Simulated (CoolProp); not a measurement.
The numbers come from the reference Helmholtz-energy equation of state, Lemmon 2006 in CoolProp. It is a short technical equation, of lower accuracy than the large ones.

Problem. Give the vapour pressure (bar), liquid density (kg/m³), enthalpy of vaporisation (kJ/kg), liquid cp (kJ/(kg K)) of saturated C2F6 (R116) at 225.7 K.

Solution. 
```json
[
 {"T (K)": "225.7", "p (bar)": "4.09", "liquid density (kg/m³)": "1460", "enthalpy of vaporisation (kJ/kg)": "102", "liquid cp (kJ/(kg K))": "1.04"}
]
```
